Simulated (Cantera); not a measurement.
A closed system holds: 1 mol SiC, 0.48 mol O2, 170 mol H2, at 1898.15 K and 0.00100 bar.

Cantera equilibrium calculation (NASA polynomials, part measured and part estimated; ideal gas, pure solids and liquids). Candidate condensed phases: C, C6H6, C7H8, C8H18, H2O, Si, SiC, SiO2; 123 gas species. Gases not in the tables: Si2H6 and higher silanes. Equilibrium is a limit: real reactors are often held back by kinetics, nucleation or transport.

Base state: H2 0.967, H 0.0243, CO 0.00427, Si 0.00289, SiO 0.00126, SiH 7.83e-5, Si2C 5.02e-5, SiH2 1.31e-5 (mole fractions); condensed: SiC(s).

Question: What changes in the equilibrium state with this change: pressure from 0.00100 bar to 0.133 bar?

Answer: 
| species | before | after |
|---|---|---|
| H2 | 0.967 | 0.992 |
| CO | 0.00427 | 0.00284 |
| SiO | 0.00126 | 0.00277 |
| H | 0.0243 | 0.00213 |
| Si | 0.00289 | 3.95e-5 |
| Si2C | 5.02e-5 | 6.86e-7 |
| SiH | 7.83e-5 | 1.25e-5 |
| SiH2 | 1.31e-5 | 2.45e-5 |
| SiC(s), mol | 0.245 | 0.512 |

Question: What changes in the equilibrium state with this change: temperature from 1898.15 K to 1823.15 K?

Answer: 
```
species       before    after
-----------  -------  -------
H2             0.967    0.980
H             0.0243   0.0136
CO           0.00427  0.00343
Si           0.00289  0.00122
SiO          0.00126  0.00214
Si2C         5.02e-5  1.46e-5
SiH          7.83e-5  4.07e-5
SiH2         1.31e-5  9.46e-6
SiC(s), mol    0.245    0.406
```
